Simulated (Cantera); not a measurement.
Feed: 1 mol BCl3, 0.29 mol NH3, 31 mol N2, a varied amount of O2, held at 1350 K and 0.100 bar.

Method: chemical equilibrium by Gibbs-energy minimisation in Cantera with the NASA 1993 tables (ideal gas, pure condensed phases). Candidate condensed phases: B, BN, B2O3, B3O3H3, H2O, NH4Cl; 49 gas species. The tables' values for BOCl are old estimates; treat these amounts as uncertain. Kinetics and transport are ignored.

x: gas mole fraction; n: condensed amount in mol.

| n(O2) (mol) | x N2 | x O2 | x Cl2 | x HCl | x BCl3 | n B2O3(l) |
|---|---|---|---|---|---|---|
| 0.29 | 0.948 | 4.23e-10 | 0.00282 | 0.0265 | 0.0141 | 0.0414 |
| 0.37 | 0.946 | 3.18e-9 | 0.00678 | 0.0264 | 0.0116 | 0.121 |
| 0.47 | 0.943 | ___ | ___ | 0.0263 | ___ | ___ |
| 0.59 | 0.940 | 7.55e-8 | 0.0184 | 0.0263 | 0.00481 | 0.339 |
| 0.74 | 0.937 | 6.77e-6 | 0.0265 | 0.0262 | 0.000285 | 0.488 |
| 0.93 | 0.932 | 0.00530 | 0.0270 | 0.0259 | 1.98e-6 | 0.498 |
| 1.2 | 0.924 | ___ | 0.0268 | 0.0256 | ___ | 0.497 |
| 1.5 | 0.916 | 0.0219 | 0.0265 | 0.0253 | 6.66e-7 | 0.497 |
| 1.9 | 0.905 | 0.0332 | 0.0262 | 0.0250 | 4.78e-7 | 0.497 |
| 2.3 | 0.895 | 0.0443 | 0.0259 | 0.0247 | 3.79e-7 | 0.497 |
| 3 | 0.877 | 0.0631 | 0.0254 | 0.0241 | 2.81e-7 | 0.496 |

Task: Some entries are withheld; supply them.

Result: 
- 0.47, x O2: 1.50e-8
- 0.47, x Cl2: 0.0120
- 0.47, x BCl3: 0.00849
- 0.47, n B2O3(l): 0.220
- 1.2, x O2: 0.0132
- 1.2, x BCl3: 9.85e-7
